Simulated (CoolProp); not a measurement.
500 sccm (0 °C, 1 atm) of nitrogen bubbles through liquid tetrahydrofuran at 292.9 K and leaves saturated at a total pressure of 0.15 MPa (ideal gas phase). Each further row changes one setting.

Computed with CoolProp (reference Helmholtz-energy equation of state, Fiedler 2023).

| case | vapour pressure (kPa) | mole fraction of vapour | delivery (mg/min) | delivery (sccm) | change of delivery for a bath 1 K warmer (%) |
|---|---|---|---|---|---|
| as stated | 17.1 | (withheld) | 207 | (withheld) | 5.3 |
| bath temperature 297.9 K | (withheld) | (withheld) | 268 | (withheld) | 5.3 |
| total pressure 0.3 MPa | 17.1 | (withheld) | (withheld) | (withheld) | 5.0 |

**Question.** Fill in the missing entries.

**Answer.** 
- as stated, mole fraction of vapour: 0.114
- as stated, delivery (sccm): 64.3
- bath temperature 297.9 K, vapour pressure (kPa): 21.4
- bath temperature 297.9 K, mole fraction of vapour: 0.143
- bath temperature 297.9 K, delivery (sccm): 83.2
- total pressure 0.3 MPa, mole fraction of vapour: 0.0570
- total pressure 0.3 MPa, delivery (mg/min): 97.2
- total pressure 0.3 MPa, delivery (sccm): 30.2
